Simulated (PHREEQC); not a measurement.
A solution holds 1.1 mmol/kgw NaH2PO4 and 0.99 mmol/kgw NaOH, at 25 °C. Closed to the air; pH follows from the charge balance.

All values are PHREEQC results (ion-association model, wateq4f.dat), not measurements.

Each row changes one thing in this solution. This is a speciation only: nothing precipitates in the calculation.

```json
[
 {"case": "as made", "pH": "8.08", "ionic strength (mol/kgw)": "0.00307"},
 {"case": "NaOH from 0.00099 to 9.9e-05 mol/kgw", "pH": "6.15", "ionic strength (mol/kgw)": "0.00130"},
 {"case": "NaH2PO4 left out", "pH": "10.98", "ionic strength (mol/kgw)": "0.000990"},
 {"case": "temperature from 25 to 15 °C", "pH": "8.11", "ionic strength (mol/kgw)": "0.00307"},
 {"case": "NaOH left out", "pH": "5.10", "ionic strength (mol/kgw)": "0.00112"},
 {"case": "NaH2PO4 replaced by Na2SiF6 at the same molality", "pH": "3.58", "ionic strength (mol/kgw)": "0.00403"}
]
```

Species that the database lacks are ignored. Some of these states are supersaturated (in Quartz (slow to form), Chalcedony (slow to form), for instance). SiF6-2 is the database's only silicon fluoride.
